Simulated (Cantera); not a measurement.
A Cantera script and what it prints.

```python
import numpy as np
import cantera as ct

gas_names = """
    C CN CO CO2 C2 CCN CNC C2N2 C2O C3 C3O2 C4 C4N2 C5 N NCO NO NO2 NO3 N2 N2O O O2 O3 Si SiC SiC2 SiN
    SiO SiO2 Si2 Si2C Si2N Si3
""".split()
cond_names = """
    C(gr) Si(cr) Si(L) SiC(b) SiO2(Lqz) SiO2(hqz) SiO2(L) Si2N2O(s) Si3N4(a)
""".split()


def load(file, names, dense=False):
    # The tables refer to 1 bar. Condensed volumes are neglected.
    table = {s.name: s for s in ct.Species.list_from_file(file)}
    out = []
    for n in names:
        d = dict(table[n].input_data)
        d["thermo"] = dict(d["thermo"], **{"reference-pressure": 1e5})
        if dense:
            d["equation-of-state"] = {"model": "constant-volume", "density": "1e6 g/cm^3"}
        out.append(ct.Species.from_dict(d))
    return out


gas = ct.Solution(thermo="ideal-gas", species=load("nasa_gas.yaml", gas_names))
cond = {s.name: ct.Solution(thermo="fixed-stoichiometry", species=[s], name=s.name)
        for s in load("nasa_condensed.yaml", cond_names, dense=True)}
atoms = {
    'SiC': {'Si': 1, 'C': 1},
    'N2O': {'N': 2, 'O': 1},
    'N2': {'N': 2},
}
top_T = {'C(gr)': 4500, 'SiC(b)': 3050, 'Si2N2O(s)': 2100, 'Si3N4(a)': 2400}  # K; cautious upper limits of use, not melting points


def equilibrate(T, P, feed):
    n = {}
    for name, mol in feed.items():
        for a, k in atoms[name].items():
            n[a] = n.get(a, 0.0) + k * mol
    gas.TPX = T, P, n
    mass = sum(n.values()) * gas.mean_molecular_weight
    gas.equilibrate("TP")
    valid = [c for c in cond.values() if c.min_temp <= T <= top_T.get(c.name, c.max_temp)]
    mix = ct.Mixture([(gas, mass / gas.mean_molecular_weight)] + [(c, 0.0) for c in valid])
    mix.T, mix.P = T, P
    mix.equilibrate("TP", solver="vcs", rtol=1e-11, max_steps=5000)
    return mix


results = []
feed = {'SiC': 1, 'N2O': 0.011, 'N2': 29}  # mol
P = 5500  # Pa
for T in [1700, 1750, 1800, 1850, 1900, 1950, 2000, 2050, 2100]:
    mix = equilibrate(T, P, feed)
    results.append((T, P, feed, dict(zip(mix.species_names, mix.species_moles))))

top = {s: max(r[3][s] / sum(r[3][g] for g in gas_names) for r in results) for s in gas_names}
cols = sorted((s for s in top if top[s] > 1e-05), key=lambda s: -top[s])[:7]
seen = [c for c in cond_names if any(r[3].get(c, 0) > 1e-12 for r in results)]
print("log10 of partial pressures in bar; condensed amounts in mol")
print(f"{'T/K':>10s}" + "".join(f"{s[:9]:>10s}" for s in cols + seen))
for T, P, feed, n in results:
    ng = sum(n[g] for g in gas_names)
    print(f"{T:10.4g}" + "".join(f"{np.log10(max(n[s] / ng * P / 1e5, 1e-99)):10.3f}" for s in cols)
          + "".join(f"{n.get(c, 0):10.4g}" for c in seen))
```

It prints:

```
log10 of partial pressures in bar; condensed amounts in mol
       T/K        N2        CO        Si       SiO       SiN      Si2C    SiC(b)  Si3N4(a)
      1700    -1.260    -4.746    -7.200    -5.539    -8.048    -9.419    0.9905  0.002637
      1750    -1.260    -4.819    -6.597    -5.245    -7.515    -8.690     0.992  0.001612
      1800    -1.260    -4.944    -6.028    -5.024    -7.012    -8.002     0.994 0.0001339
      1850    -1.260    -4.932    -5.669    -5.039    -6.715    -7.530    0.9938         0
      1900    -1.260    -4.888    -5.368    -5.102    -6.473    -7.124    0.9931         0
      1950    -1.260    -4.830    -5.120    -5.219    -6.281    -6.776    0.9921         0
      2000    -1.260    -4.769    -4.932    -5.420    -6.147    -6.494    0.9908         0
      2050    -1.260    -4.721    -4.810    -5.734    -6.075    -6.283    0.9895         0
      2100    -1.260    -4.696    -4.739    -6.145    -6.053    -6.128    0.9884         0
```

These are equilibrium values from Cantera (NASA tables, ideal gas, pure condensed phases), not measurements of a reactor. Mutual solubility and eutectic melting of coexisting phases are not modelled. The tables' values for SiN are old estimates; treat these amounts as uncertain.
